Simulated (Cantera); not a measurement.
A closed system holds: 1 mol Fe₃O₄, a varied amount of Cl₂, 0.051 mol N₂, at 1048 K and 0.400 bar.

Points: n(Cl2) (mol) = 0.03, 0.11, 0.19, 0.27, 0.34, 0.42, 0.5, 0.58.

Cantera's Mixture.equilibrate('TP', solver="vcs", rtol=1e-11, max_steps=5000) on the NASA tables stopped like this:

```
   x: N2 7.041e-01  FeCL3 1.527e-01  FeCL2 1.095e-01  Fe2CL4 2.488e-02  Fe2CL6 8.673e-03  CL2 2.081e-04
   condensed (mol): FeCL2(L) 0.24  Fe2O3(s) 1.055  Fe3O4(s) 0.2085
T = 1048 K  P = 40000 Pa  n(Cl2) = 0.34 mol  gas = 0.07348 mol
   x: N2 6.941e-01  FeCL3 1.616e-01  FeCL2 1.095e-01  Fe2CL4 2.488e-02  Fe2CL6 9.712e-03  CL2 2.331e-04
   condensed (mol): FeCL2(L) 0.3083  Fe2O3(s) 1.333
T = 1048 K  P = 40000 Pa  n(Cl2) = 0.42 mol  gas = 0.2302 mol
   x: FeCL3 5.350e-01  N2 2.216e-01  FeCL2 1.095e-01  Fe2CL6 1.065e-01  Fe2CL4 2.488e-02  CL2 2.555e-03
   condensed (mol): FeCL2(L) 0.1245  Fe2O3(s) 1.333

*******************************************************************************
CanteraError thrown by VCS_SOLVE::solve_tp_inner:
vcs_solve_TP: ERROR on step change wt[20:FeCL3(L)]: -1.3877787807814457e-17 < 0.0
*******************************************************************************
```

Problem. What got this run through?

Solution. This is not unique; one that fits is The failure is numerical, not chemical. The same input converged with solver="gibbs", rtol=1e-10, max_steps=50000, and the result passed a check of the equilibrium conditions:
```
T = 1048 K  P = 40000 Pa  n(Cl2) = 0.03 mol  gas = 0.07242 mol
   x: N2 7.042e-01  FeCL3 1.526e-01  FeCL2 1.094e-01  Fe2CL4 2.486e-02  Fe2CL6 8.663e-03  CL2 2.080e-04
   condensed (mol): Fe2O3(s) 0.09533  Fe3O4(s) 0.9285
T = 1048 K  P = 40000 Pa  n(Cl2) = 0.11 mol  gas = 0.07244 mol
   x: N2 7.041e-01  FeCL3 1.527e-01  FeCL2 1.095e-01  Fe2CL4 2.488e-02  Fe2CL6 8.673e-03  CL2 2.081e-04
   condensed (mol): FeCL2(L) 0.07998  Fe2O3(s) 0.4153  Fe3O4(s) 0.6885
T = 1048 K  P = 40000 Pa  n(Cl2) = 0.19 mol  gas = 0.07244 mol
   x: N2 7.041e-01  FeCL3 1.527e-01  FeCL2 1.095e-01  Fe2CL4 2.488e-02  Fe2CL6 8.673e-03  CL2 2.081e-04
   condensed (mol): FeCL2(L) 0.16  Fe2O3(s) 0.7353  Fe3O4(s) 0.4485
T = 1048 K  P = 40000 Pa  n(Cl2) = 0.27 mol  gas = 0.07244 mol
   x: N2 7.041e-01  FeCL3 1.527e-01  FeCL2 1.095e-01  Fe2CL4 2.488e-02  Fe2CL6 8.673e-03  CL2 2.081e-04
   condensed (mol): FeCL2(L) 0.24  Fe2O3(s) 1.055  Fe3O4(s) 0.2085
T = 1048 K  P = 40000 Pa  n(Cl2) = 0.34 mol  gas = 0.07348 mol
   x: N2 6.941e-01  FeCL3 1.616e-01  FeCL2 1.095e-01  Fe2CL4 2.488e-02  Fe2CL6 9.712e-03  CL2 2.331e-04
   condensed (mol): FeCL2(L) 0.3083  Fe2O3(s) 1.333
T = 1048 K  P = 40000 Pa  n(Cl2) = 0.42 mol  gas = 0.2302 mol
   x: FeCL3 5.350e-01  N2 2.216e-01  FeCL2 1.095e-01  Fe2CL6 1.065e-01  Fe2CL4 2.488e-02  CL2 2.555e-03
   condensed (mol): FeCL2(L) 0.1245  Fe2O3(s) 1.333
T = 1048 K  P = 40000 Pa  n(Cl2) = 0.5 mol  gas = 0.3409 mol
   x: FeCL3 6.318e-01  N2 1.496e-01  Fe2CL6 1.485e-01  FeCL2 4.181e-02  CL2 2.444e-02  Fe2CL4 3.629e-03  CL 1.905e-04
   condensed (mol): Fe2O3(s) 1.333
T = 1048 K  P = 40000 Pa  n(Cl2) = 0.58 mol  gas = 0.4194 mol
   x: FeCL3 5.535e-01  CL2 1.969e-01  N2 1.216e-01  Fe2CL6 1.140e-01  FeCL2 1.290e-02  CL 5.409e-04  Fe2CL4 3.456e-04  O2 1.817e-04
   condensed (mol): Fe2O3(s) 1.333
```

The gas is ideal and each condensed phase is pure. Mutual solubility and eutectic melting of coexisting phases are not modelled.
